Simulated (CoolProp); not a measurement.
Properties of C2F6 (R116) at several states (Tc = 293.0 K, pc = 3048 kPa, ω = 0.257).

The numbers come from the reference Helmholtz-energy equation of state, Lemmon 2006 in CoolProp. It is a short technical equation, of lower accuracy than the large ones.

| T (K) | p (kPa) | phase | isothermal compressibility (1/MPa) | viscosity (µPa s) | Prandtl number |
|---|---|---|---|---|---|
| 350.6 | 98.9 | gas | 10.17 | 16.5 | 0.743 |
| 396.4 | 10.3 | gas | 97.12 | 18.4 | 0.741 |
| 411.8 | 59.5 | gas | 16.84 | 19.0 | 0.743 |
| 232.1 | 945 | liquid | 0.006588 | 227 | 3.89 |

Viscosity comes from a separate model (Huber 2003), an estimate that may be off by 10 % or more. Thermal conductivity comes from a separate model (Huber 2003), an estimate that may be off by 10 % or more.
